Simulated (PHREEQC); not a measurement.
0.33 g of hydrous ferric oxide (600 m²/g; 0.2 weak and 0.005 strong sites per Fe, Dzombak-Morel constants, diffuse double layer) in 1 kg of water with 0.005 mol/kgw of an inert sodium salt and 1e-05 mol/kgw CaCl2 and 7.3e-05 mol/kgw MnCl2, at 25 °C; the pH is set by adding NaOH or the inert anion's acid. No oxygen is let in. No CO2 enters from the air. Nothing may precipitate in this run.

Base run: PHREEQC, ion-association model, wateq4f.dat. Each further column changes one thing. The table gives Ca sorbed (%).

| pH | base | no electrostatic term (-no_edl) | background salt from 0.005 to 0.0005 mol/kgw | oxide from 0.33 to 1.7 g/kgw | 0.00013 mol/kgw NiCl2 added |
|---|---|---|---|---|---|
| 3 | 0.0 | 0.0 | 0.0 | 0.0 | 0.0 |
| 4.33 | 0.0 | 0.1 | 0.0 | 0.0 | 0.0 |
| 5.67 | 0.0 | 2.3 | 0.0 | 0.0 | 0.0 |
| 7 | 0.1 | 1.4 | 0.1 | ? | 0.0 |
| 8.33 | 11.7 | 11.1 | 13.7 | ? | 3.4 |
| 9.67 | 97.8 | 33.9 | 98.4 | ? | ? |
| 11 | 100.0 | ? | 100.0 | 100.0 | 100.0 |

Task: Complete the blanks.

Result: 
- 7, oxide from 0.33 to 1.7 g/kgw: 1.6
- 8.33, oxide from 0.33 to 1.7 g/kgw: 79.2
- 9.67, oxide from 0.33 to 1.7 g/kgw: 99.9
- 9.67, 0.00013 mol/kgw NiCl2 added: 90.9
- 11, no electrostatic term (-no_edl): 36.6

The oxide is taken as insoluble; below pH 4 it would dissolve. In at least one series the solution becomes supersaturated in solids that the run did not let form, among them Pyrochroite.
